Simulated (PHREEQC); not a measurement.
Solution (25 °C): 2.9 mol CaCl2 and 1.18 mol NaCl per kg of water. Closed to the air; pH follows from the charge balance.

Computed with PHREEQC (Pitzer model, pitzer.dat).

**Question.** The ionic strength comes out as 9.88 mol/kgw. What activity coefficients do Ca+2, Na+, Cl- get?

**Answer.** Ca+2 12, Na+ 3.4, Cl- 0.72. Single-ion values are on the MacInnes scale.

Precipitation was switched off in this run.
